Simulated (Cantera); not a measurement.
A perfectly stirred reactor is fed with NO : N2 = 1 : 0.15 (molar parts), at 190000 Pa; it is held at 1723 K, and followed from long to short residence time.

Detailed kinetics in Cantera: GRI-Mech 3.0 (53 species, 325 reactions).

**Question.** What does this change do: 0.037 parts H2O added?

**Answer.** 
| quantity | before | after |
|---|---|---|
| x(NO) at τ = 3.60 s | 0.481 | 0.470 |
| x(O2) at τ = 3.60 s | 0.193 | 0.185 |
| x(NO2) at τ = 3.60 s | 0.00189 | 0.00181 |
| x(N2) at τ = 3.60 s | 0.324 | 0.312 |
| x(N2O) at τ = 3.60 s | 9.32e-5 | 7.67e-5 |
| x(NO) at τ = 0.170 s | 0.819 | 0.795 |
| x(O2) at τ = 0.170 s | 0.0241 | 0.0227 |
| x(NO2) at τ = 0.170 s | 0.00128 | 0.00118 |
| x(N2) at τ = 0.170 s | 0.155 | 0.150 |
| x(N2O) at τ = 0.170 s | 0.000274 | 0.000223 |

**Question.** What does this change do: temperature 1723 to 2075 K?

**Answer.** 
| quantity | before | after |
|---|---|---|
| x(NO) at τ = 3.60 s | 0.481 | 0.0763 |
| x(O2) at τ = 3.60 s | 0.193 | 0.396 |
| x(NO2) at τ = 3.60 s | 0.00189 | 0.000221 |
| x(N2) at τ = 3.60 s | 0.324 | 0.527 |
| x(N2O) at τ = 3.60 s | 9.32e-5 | 3.24e-6 |
| x(NO) at τ = 0.170 s | 0.819 | 0.427 |
| x(O2) at τ = 0.170 s | 0.0241 | 0.220 |
| x(NO2) at τ = 0.170 s | 0.00128 | 0.000930 |
| x(N2) at τ = 0.170 s | 0.155 | 0.351 |
| x(N2O) at τ = 0.170 s | 0.000274 | 8.55e-5 |
